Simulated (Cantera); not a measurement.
Cantera run, input and output.

```python
import numpy as np
import cantera as ct

surf = ct.Interface("diamond.yaml", "diamond_100")
gas, bulk = surf.adjacent["gas"], surf.adjacent["diamond"]
k = surf.kinetics_species_index(bulk.species_names[0])
cover = ["c6HH", "c6H*", "c6*H", "c6**", "c6HM", "c6B"]

rows, drift = [], 0.0
print(f"{'xCH3':>10s}{'um/h':>11s}" + "".join(f"{s:>11s}" for s in cover))
for v in [1e-06, 2.6e-06, 6.9e-06, 1.8e-05, 4.8e-05, 0.00012, 0.00033, 0.00086, 0.0023]:
    T, P, xH, xCH3 = 1223, 2900, 0.00085, v
    gas.TPX = T, P, {"H": xH, "CH3": xCH3, "CH4": 0.016, "H2": 1 - xH - xCH3 - 0.016}
    surf.TP = bulk.TP = T, P
    surf.coverages = "c6H*:0.1, c6HH:0.9"
    surf.advance_coverages(100.0)
    before = surf.coverages
    surf.advance_coverages(100.0)
    drift = max(drift, np.max(np.abs(surf.coverages - before) / (surf.coverages + 1e-9)))
    rate = surf.net_production_rates[k] * bulk.mean_molecular_weight / bulk.density * 3.6e9
    rows.append([rate, *surf[cover].coverages])
    print(f"{v:10.4g}{rate:11.4e}" + "".join(f"{x:11.3e}" for x in rows[-1][1:]))
```

Output:

```
      xCH3       um/h       c6HH       c6H*       c6*H       c6**       c6HM        c6B
     1e-06 2.3370e-03  4.582e-01  3.915e-02  4.795e-01  2.314e-02  5.683e-06  6.342e-12
   2.6e-06 6.0745e-03  4.582e-01  3.915e-02  4.795e-01  2.313e-02  1.477e-05  1.648e-11
   6.9e-06 1.6109e-02  4.581e-01  3.915e-02  4.795e-01  2.311e-02  3.919e-05  4.371e-11
   1.8e-05 4.1940e-02  4.581e-01  3.914e-02  4.794e-01  2.306e-02  1.022e-04  1.138e-10
   4.8e-05 1.1125e-01  4.579e-01  3.912e-02  4.791e-01  2.291e-02  2.718e-04  3.019e-10
   0.00012 2.7466e-01  4.575e-01  3.907e-02  4.785e-01  2.257e-02  6.756e-04  7.453e-10
   0.00033 7.2903e-01  4.562e-01  3.893e-02  4.769e-01  2.164e-02  1.829e-03  1.978e-09
   0.00086 1.7493e+00  4.534e-01  3.862e-02  4.730e-01  1.958e-02  4.602e-03  4.747e-09
    0.0023 3.8843e+00  4.469e-01  3.791e-02  4.643e-01  1.553e-02  1.142e-02  1.054e-08
```

Cantera simulation using the Harris–Goodwin 1993 mechanism for the reconstructed diamond (100) surface; the numbers are that mechanism's predictions, not measurements.
